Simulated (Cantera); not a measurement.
Fluorocarbon and chlorocarbon gases: c-C4F8 + Si

Feed: 1 mol c-C4F8, 0.042 mol Si, equilibrated at 7.50 Torr.

Method: chemical equilibrium by Gibbs-energy minimisation in Cantera with the NASA 1993 tables (ideal gas, pure condensed phases). Candidate condensed phases: C, Si, SiC; 23 gas species. The feed counts by its element totals alone. The tables' values for SiF3, C2F4 are old estimates; treat these amounts as uncertain. Gases not in the tables: C2F6 and larger saturated fluorocarbons. Rates play no part.

From 1623 K to 2323 K the condensed part is C(graphite). The main Si-bearing gas is SiF4 throughout.

```
T (K)  log p CF4  log p CF2  log p F  log p SiF4  log p CF3  n C(graphite)
-----  ---------  ---------  -------  ----------  ---------  -------------
1623       -2.01      -4.64    -5.37       -3.68      -5.41           2.04
1723       -2.01      -4.12    -4.78       -3.68      -4.99           2.03
1823       -2.02      -3.66    -4.26       -3.68      -4.62           2.02
1923       -2.04      -3.26    -3.79       -3.70      -4.31           1.99
2023       -2.09      -2.92    -3.38       -3.72      -4.04           1.93
2123       -2.19      -2.63    -3.02       -3.77      -3.84           1.80
2223       -2.40      -2.43    -2.72       -3.86      -3.75           1.61
2323       -2.75      -2.33    -2.48       -3.97      -3.79           1.43
```
log p: log10 of the partial pressure in bar; n: condensed amount in mol.
